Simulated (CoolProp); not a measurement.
Vapour-liquid equilibrium of CHF3 (R23) (1) + R227EA (2) at -8.85 °C; x and y are mole fractions of (1).

Computed with CoolProp (multi-fluid Helmholtz-energy mixture model, Penoncello 2003 and Lemmon 2016; pair parameters Bell 2016).

| x | bubble pressure, mixture model (MPa) | bubble pressure, Raoult's law (MPa) | y, mixture model | y, Raoult's law |
|---|---|---|---|---|
| 0.05 | [?] | 0.2291 | 0.374 | 0.425 |
| 0.125 | 0.3442 | 0.3648 | [?] | 0.668 |
| 0.2 | 0.4769 | 0.5006 | 0.737 | 0.779 |
| 0.275 | 0.6117 | 0.6364 | 0.804 | 0.842 |
| 0.35 | 0.7460 | 0.7722 | 0.848 | 0.883 |
| 0.425 | 0.8781 | 0.9080 | 0.879 | 0.912 |
| 0.5 | 1.008 | 1.044 | 0.902 | 0.934 |
| 0.575 | 1.136 | 1.180 | [?] | 0.950 |
| 0.65 | 1.264 | 1.315 | [?] | 0.963 |
| 0.725 | 1.394 | 1.451 | 0.950 | 0.974 |
| 0.8 | [?] | 1.587 | 0.963 | 0.983 |
| 0.875 | 1.675 | 1.723 | 0.976 | 0.990 |
| 0.95 | 1.834 | 1.858 | 0.990 | 0.996 |

Problem. What belongs in the gaps?

Solution. 
- 0.05, bubble pressure, mixture model (MPa): 0.2175
- 0.125, y, mixture model: 0.619
- 0.575, y, mixture model: 0.920
- 0.65, y, mixture model: 0.936
- 0.8, bubble pressure, mixture model (MPa): 1.530

The largest gap from Raoult's law is -5.6 % in bubble pressure, at x = 0.125. No azeotrope shows between x = 0.05 and 0.95.

Pair parameters are fitted to limited data, so mixtures are less certain than the pure fluids.
